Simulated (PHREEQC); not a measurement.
Consider water at 8.6 °C with 0.059 mol/kgw CuSO4, 0.00034 mol/kgw NiCl2, 4.6e-05 mol/kgw NaHCO3 and 4.5e-05 mol/kgw NaCl. Closed to the air; pH follows from the charge balance.

All values are PHREEQC results (ion-association model, wateq4f.dat), not measurements.

| Property | Value |
|---|---|
| pH | 4.91 |
| ionic strength | 0.135 mol/kgw |
| total alkalinity | 0.0460 meq/kg |

| species | molality | activity | log γ |
|---|---|---|---|
| Cu+2 | 0.0334 | 0.0126 | -0.424 |
| SO4-2 | 0.0334 | 0.0115 | -0.462 |
| CuSO4 | 0.0255 | 0.0263 | 0.013 |
| Cl- | 0.000715 | 0.000534 | -0.126 |
| Ni+2 | 0.000204 | 7.20e-5 | -0.453 |
| NiSO4 | 0.000135 | 0.000139 | 0.013 |
| Na+ | 8.66e-5 | 6.67e-5 | -0.113 |
| CO2 | 3.62e-5 | 3.73e-5 | 0.013 |
| Cu2(OH)2+2 | 2.34e-5 | 8.25e-6 | -0.453 |
| H+ | 1.50e-5 | 1.22e-5 | -0.088 |

Precipitation was switched off in this run. Constants without temperature data keep their 25 °C values here.
